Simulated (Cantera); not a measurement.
An isothermal, constant-pressure homogeneous reactor starts with H₂ : O₂ : N₂ = 1.4 : 1 : 13 (molar parts), equivalence ratio 0.70, at 950 K and 1.00 bar. Integrator tolerance rtol = 1e-08.

Cantera simulation using GRI-Mech 3.0 (53 species, 325 reactions); the numbers are that mechanism's predictions, not measurements. The temperature is held fixed by assumption; the heat of reaction is taken as removed at once.

Question: What does this change do: temperature 950 to 800 K?

Answer: 
| quantity | before | after |
|---|---|---|
| x(H₂) at 30.0 s | 4.35e-6 (gas-phase equilibrium 1.22e-11) | 0.0887 (gas-phase equilibrium <1e-12) |
| x(O₂) at 30.0 s | 0.0204 (gas-phase equilibrium 0.0204) | 0.0638 (gas-phase equilibrium 0.0204) |
| x(NO₂) at 30.0 s | 3.05e-8 (gas-phase equilibrium 1.41e-7) | <1e-12 (gas-phase equilibrium 6.38e-8) |
| x(H₂O₂) at 30.0 s | 1.44e-9 (gas-phase equilibrium 1.95e-11) | 0.000209 (gas-phase equilibrium 1.58e-12) |
| x(O) at 30.0 s | 2.95e-11 (gas-phase equilibrium 4.57e-12) | 1.87e-10 (gas-phase equilibrium <1e-12) |
| x(N₂O) at 30.0 s | 3.64e-8 (gas-phase equilibrium 5.35e-10) | 6.87e-11 (gas-phase equilibrium 7.58e-11) |
| x(NO) at 30.0 s | 4.30e-10 (gas-phase equilibrium 5.82e-6) | <1e-12 (gas-phase equilibrium 6.66e-7) |
Below about 950 K walls govern HO2 and H2O2 in real vessels.
